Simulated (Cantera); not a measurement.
An adiabatic, constant-volume homogeneous reactor starts with CH4 : O2 : N2 = 1 : 2.17 : 8.17 (molar parts), at 1300 K and 100000 Pa. Integrator tolerance rtol = 1e-08.

Model: GRI-Mech 3.0 (53 species, 325 reactions), integrated in Cantera.

### Question
What does this change do: CH4 1 to 1.9 parts?

### Answer
| quantity | before | after |
|---|---|---|
| time of steepest temperature rise | 10.8 ms | 14.9 ms |
| temperature at 2.00 s | 2820 K | 2745 K |
| equilibrium temperature | 2820 K | 2745 K |
| x(CH4) at 2.00 s | <1e-12 (gas-phase equilibrium <1e-12) | 8.93e-12 (gas-phase equilibrium 1.01e-11) |
| x(O2) at 2.00 s | 0.0259 (gas-phase equilibrium 0.0259) | 0.000208 (gas-phase equilibrium 0.000208) |
| x(O) at 2.00 s | 0.00634 (gas-phase equilibrium 0.00634) | 0.000406 (gas-phase equilibrium 0.000406) |
| x(OH) at 2.00 s | 0.0203 (gas-phase equilibrium 0.0203) | 0.00500 (gas-phase equilibrium 0.00500) |
| x(C2H4) at 2.00 s | <1e-12 (gas-phase equilibrium <1e-12) | <1e-12 (gas-phase equilibrium <1e-12) |

### Question
What does this change do: 0.017 parts H2 added?

### Answer
| quantity | before | after |
|---|---|---|
| time of steepest temperature rise | 10.8 ms | 9.27 ms |
| temperature at 2.00 s | 2820 K | 2822 K |
| equilibrium temperature | 2820 K | 2822 K |
| x(CH4) at 2.00 s | <1e-12 (gas-phase equilibrium <1e-12) | <1e-12 (gas-phase equilibrium <1e-12) |
| x(O2) at 2.00 s | 0.0259 (gas-phase equilibrium 0.0259) | 0.0255 (gas-phase equilibrium 0.0255) |
| x(O) at 2.00 s | 0.00634 (gas-phase equilibrium 0.00634) | 0.00634 (gas-phase equilibrium 0.00634) |
| x(OH) at 2.00 s | 0.0203 (gas-phase equilibrium 0.0203) | 0.0204 (gas-phase equilibrium 0.0204) |
| x(C2H4) at 2.00 s | <1e-12 (gas-phase equilibrium <1e-12) | <1e-12 (gas-phase equilibrium <1e-12) |
